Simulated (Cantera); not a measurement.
**Ta + CH4 + H2 + O2 (tantalum, niobium, vanadium and zirconium in process gases)**

A closed system holds: 1 mol Ta, 0.78 mol CH4, 1.7 mol H2, 2.3 mol O2, at 0.310 bar.

Equilibrium computed with Cantera from the NASA thermochemical tables; the gas is ideal and each condensed phase is pure. Candidate condensed phases: C, C6H6, C7H8, C8H18, H2O, Ta, TaC, Ta2O5; 113 gas species. Equilibrium is a limit: real reactors are often held back by kinetics, nucleation or transport.

```json
[
 {"T (K)": "1798", "x H2": "0.506", "x H2O": "0.301", "x CO": "0.167", "x H": "0.000450", "x CO2": "0.0260", "n Ta2O5(s)": "0.500", "n Ta2O5(l)": "0"},
 {"T (K)": "1873", "x H2": "0.504", "x H2O": "0.302", "x CO": "0.168", "x H": "0.000823", "x CO2": "0.0246", "n Ta2O5(s)": "0.500", "n Ta2O5(l)": "0"},
 {"T (K)": "1948", "x H2": "0.502", "x H2O": "0.303", "x CO": "0.170", "x H": "0.00144", "x CO2": "0.0233", "n Ta2O5(s)": "0.500", "n Ta2O5(l)": "0"},
 {"T (K)": "2023", "x H2": "0.501", "x H2O": "0.304", "x CO": "0.171", "x H": "0.00241", "x CO2": "0.0222", "n Ta2O5(s)": "0.500", "n Ta2O5(l)": "0"},
 {"T (K)": "2098", "x H2": "0.499", "x H2O": "0.305", "x CO": "0.171", "x H": "0.00390", "x CO2": "0.0212", "n Ta2O5(s)": "0", "n Ta2O5(l)": "0.500"},
 {"T (K)": "2173", "x H2": "0.496", "x H2O": "0.305", "x CO": "0.172", "x H": "0.00610", "x CO2": "0.0204", "n Ta2O5(s)": "0", "n Ta2O5(l)": "0.500"},
 {"T (K)": "2248", "x H2": "0.493", "x H2O": "0.305", "x CO": "0.172", "x H": "0.00927", "x CO2": "0.0196", "n Ta2O5(s)": "0", "n Ta2O5(l)": "0.500"},
 {"T (K)": "2323", "x H2": "0.489", "x H2O": "0.304", "x CO": "0.173", "x H": "0.0137", "x CO2": "0.0189", "n Ta2O5(s)": "0", "n Ta2O5(l)": "0.500"},
 {"T (K)": "2398", "x H2": "0.484", "x H2O": "0.303", "x CO": "0.173", "x H": "0.0197", "x CO2": "0.0183", "n Ta2O5(s)": "0", "n Ta2O5(l)": "0.500"},
 {"T (K)": "2473", "x H2": "0.478", "x H2O": "0.300", "x CO": "0.172", "x H": "0.0277", "x CO2": "0.0177", "n Ta2O5(s)": "0", "n Ta2O5(l)": "0.500"},
 {"T (K)": "2548", "x H2": "0.470", "x H2O": "0.297", "x CO": "0.172", "x H": "0.0381", "x CO2": "0.0171", "n Ta2O5(s)": "0", "n Ta2O5(l)": "0.499"}
]
```
x: gas mole fraction; n: condensed amount in mol.

From 1798 K to 2023 K the condensed part is Ta2O5(s). From 2098 K to 2548 K the condensed part is Ta2O5(l).
